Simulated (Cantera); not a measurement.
Charge: 1 mol BCl3, 3.4 mol O2, equilibrated at 0.250 bar.

Equilibrium computed with Cantera from the NASA thermochemical tables; the gas is ideal and each condensed phase is pure. Candidate condensed phases: B, B2O3; 18 gas species. The tables' values for BOCl are old estimates; treat these amounts as uncertain. The numbers say what is thermodynamically allowed, not how fast it happens.

x: gas mole fraction; n: condensed amount in mol.

```csv
T (K),x O2,x Cl2,x Cl,x ClO,x BOCl,x B2O3,x BO2,n B2O3(l)
1275,0.635,0.353,0.0117,0.000161,2.91e-6,3.68e-7,2.64e-7,0.500
1325,0.633,0.349,___,___,8.31e-6,___,___,0.500
1375,0.630,0.343,0.0274,0.000317,2.19e-5,5.26e-6,2.52e-6,0.500
1425,0.626,0.334,0.0397,0.000427,5.34e-5,1.72e-5,6.91e-6,0.500
1475,0.620,0.323,0.0560,0.000560,0.000122,5.16e-5,1.76e-5,0.499
1525,0.614,0.309,0.0766,0.000715,0.000262,0.000143,4.21e-5,0.499
1575,0.605,0.291,___,___,0.000531,___,___,0.497
1625,0.595,0.270,0.132,0.00108,0.00102,0.000910,0.000203,0.493
```

Task: Complete the blanks.

Result: 
- 1575, x Cl: 0.102
- 1575, x ClO: 0.000890
- 1575, x B2O3: 0.000373
- 1575, x BO2: 9.50e-5
- 1325, x Cl: 0.0182
- 1325, x ClO: 0.000229
- 1325, x B2O3: 1.47e-6
- 1325, x BO2: 8.53e-7
